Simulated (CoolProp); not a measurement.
Vapour-liquid equilibrium of hydrogen sulfide (1) + propane (2) at 3.9 bar; x and y are mole fractions of (1).

Model: multi-fluid Helmholtz-energy mixture model, Lemmon 2006 and Lemmon 2009; pair parameters Kunz 2012, in CoolProp.

Give the bubble temperature and the first vapour's composition at x = 0.425, 0.8, 0.95. Is there an azeotrope?

x = 0.425: -29.2 °C, y = 0.670; x = 0.8: -31.4 °C, y = 0.799; x = 0.95: -30.5 °C, y = 0.918. y crosses x between x = 0.725 and 0.8: the model has an azeotrope there.

The pair parameters rest on a limited set of measurements; away from them the model extrapolates.
